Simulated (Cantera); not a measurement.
An isothermal plug-flow reactor at 900 K and 0.987 atm (inlet), inlet velocity 0.071 m/s, active area per volume 120 1/m; feed H₂ : O₂ : N₂ : H₂O = 0.021 : 0.16 : 0.79 : 0.0057 (molar parts).

Model: Deutschmann's 1995 Pt surface mechanism with GRI-Mech 3.0 gas chemistry, integrated in Cantera. Catalytic surfaces can have several steady states; this one follows from the mechanism file's or the stated starting coverage. Mass transfer to the wall is taken as infinitely fast.

One state of this run: x H₂ = 0.00468; x O₂ = 0.157; x H₂O = 0.0229; θ free Pt = 0.113; θ O* = 0.884; θ OH* = 0.00331. x: gas mole fraction; θ: surface coverage.

Which value of z (m) does it belong to?
(A) 0.0016
(B) 0.0033
(C) 0.00016
(D) 3.3e-05

C, 0.00016
